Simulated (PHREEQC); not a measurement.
Solution (25 °C): 0.69 mol NaCl, 1.5 mol CaCl2 and 0.13 mol LiCl per kg of water. Closed to the air; pH follows from the charge balance.

All values are PHREEQC results (Pitzer model, pitzer.dat), not measurements.

### Question
The ionic strength comes out as 5.32 mol/kgw. What activity coefficients do Cl-, Li+, Na+, Ca+2 get?

### Answer
Cl- 0.60, Li+ 2.2, Na+ 1.4, Ca+2 1.1. Single-ion values are on the MacInnes scale.

No solid was allowed to form.
